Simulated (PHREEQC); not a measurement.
Silver or lead bath: an equilibrium model

Solution (25 °C): 0.0013 mol/kgw AgF and 9.2e-05 mol/kgw HF. Closed to the air; pH follows from the charge balance.

The numbers come from PHREEQC with the ion-association model, wateq4f.dat.

```yaml
pH: 4.51
ionic_strength: 0.00133 mol/kgw
total_alkalinity: -0.0920 meq/kg
```

| species | molality | activity | log γ |
|---|---|---|---|
| F- | 0.00133 | 0.00128 | -0.018 |
| Ag+ | 0.00130 | 0.00124 | -0.018 |
| HF | 5.94e-5 | 5.94e-5 | 0.000 |
| H+ | 3.23e-5 | 3.11e-5 | -0.017 |
| AgF | 3.63e-6 | 3.63e-6 | 0.000 |
| HF2- | 3.03e-7 | 2.91e-7 | -0.018 |
| H2F2 | 9.19e-9 | 9.20e-9 | 0.000 |

Precipitation was switched off in this run.
